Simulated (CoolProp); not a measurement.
C2F6 (R116) at 383.88 K and 1.25 MPa flows at 0.065 m/s in a round tube of 2 mm bore and 45 µm roughness, fully developed (64/Re and Nu = 3.66 if laminar; Colebrook and Gnielinski if turbulent). Each further row changes one setting.

Model: reference Helmholtz-energy equation of state, Lemmon 2006, in CoolProp. It is a short technical equation, of lower accuracy than the large ones.

```csv
case,Reynolds number,Darcy friction factor,pressure drop (Pa/m),heat-transfer coefficient (W/(m² K)),mass flow (kg/h)
as stated,(withheld),(withheld),(withheld),40.0,(withheld)
velocity 0.13 m/s,792,0.0808,(withheld),40.0,(withheld)
diameter 4 mm,792,0.0808,(withheld),20.0,(withheld)
```

Problem. What belongs in the gaps?

Solution. 
- as stated, Reynolds number: 396
- as stated, Darcy friction factor: 0.162
- as stated, pressure drop (Pa/m): 9.73
- as stated, mass flow (kg/h): 0.0419
- velocity 0.13 m/s, pressure drop (Pa/m): 19.5
- velocity 0.13 m/s, mass flow (kg/h): 0.0838
- diameter 4 mm, pressure drop (Pa/m): 2.43
- diameter 4 mm, mass flow (kg/h): 0.168

Viscosity comes from a separate model (Huber 2003), an estimate that may be off by 10 % or more. Thermal conductivity comes from a separate model (Huber 2003), an estimate that may be off by 10 % or more.
